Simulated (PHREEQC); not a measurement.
Model water analysis in mg/L, 25 °C, pH 6.96, pe 13:

| constituent | mg/L |
|---|---|
| Na | 0.0537 |
| K | 0.108 |
| Ca | 0.0477 |
| Mg | 0.0101 |
| Cl | 0.0632 |
| S(6) as SO4 | 0.125 |
| Alkalinity as HCO3 | 0.23 |
| Cd | 0.0134 |
| B | 0.0026 |
| Pb | 0.00886 |
| Zn | 6.03e-05 |

Na is adjusted to close the charge balance.
Valence states are taken as typed.

Model: ion-association model, phreeqc.dat, run in PHREEQC.

Each row changes one thing in this solution. This is a speciation only: nothing precipitates in the calculation.

```tsv
case	HCO3- (mol/kgw)	CO2 (mol/kgw)	Pb+2 (mol/kgw)	PbOH+ (mol/kgw)	CO3-2 (mol/kgw)	H2BO3- (mol/kgw)	SI of Pb(OH)2 (Pb(OH)2)	SI of Otavite (CdCO3)
as made	3.77e-6	9.27e-7	3.54e-8	6.22e-9	1.63e-9	1.26e-9	-1.69	-3.62
Zn from 6.03e-05 to 3.02e-05 mg/L	3.77e-6	9.27e-7	3.54e-8	6.22e-9	1.63e-9	1.26e-9	-1.69	-3.62
pH from 6.96 to 7.46 at the same alkalinity	3.48e-6	2.70e-7	2.60e-8	1.44e-8	(withheld)	(withheld)	-0.82	(withheld)
all concentrations times 3 at the same typed pH	1.13e-5	2.76e-6	1.01e-7	(withheld)	4.92e-9	3.79e-9	-1.24	(withheld)
```

What belongs in the gaps?


- pH from 6.96 to 7.46 at the same alkalinity, CO3-2 (mol/kgw): 4.76e-9
- pH from 6.96 to 7.46 at the same alkalinity, H2BO3- (mol/kgw): 3.94e-9
- pH from 6.96 to 7.46 at the same alkalinity, SI of Otavite (CdCO3): -3.16
- all concentrations times 3 at the same typed pH, PbOH+ (mol/kgw): 1.77e-8
- all concentrations times 3 at the same typed pH, SI of Otavite (CdCO3): -2.68
